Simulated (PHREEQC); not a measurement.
Model water analysis in mmol/kgw, 20 °C, pH 6.71, pe 9.2: Na 0.00175; K 0.000565; Ca 0.000874; Mg 0.000214; Cl 0.00216; S(6) 0.00063; Alkalinity (meq/kgw) 0.00113; F 4.95e-07; Si 3.35e-06.

Valence states are taken as typed.

Computed with PHREEQC (ion-association model, phreeqc.dat).

| quantity | before | after |
|---|---|---|
| HCO3- (mol/kgw) | 1.29e-6 | 4.68e-6 |
| CO2 (mol/kgw) | 6.04e-7 | 2.18e-6 |
| CO3-2 (mol/kgw) | 2.81e-10 | 1.03e-9 |
| CaSO4 (mol/kgw) | 9.20e-11 | 1.44e-9 |
| MgSO4 (mol/kgw) | 2.71e-11 | 4.23e-10 |
| SI of Quartz (SiO2) | -4.42 | -3.82 |

Q: Which change was made?
(A) pH from 6.71 to 7.71 at the same alkalinity
(B) all concentrations times 4 at the same typed pH
(C) Alkalinity from 0.00113 to 0.00339 mmol/kgw
(D) temperature from 20 to 60 °C at the same typed pH

A: B, all concentrations times 4 at the same typed pH

Precipitation was switched off in this run. SiF6-2 is the database's only silicon fluoride.
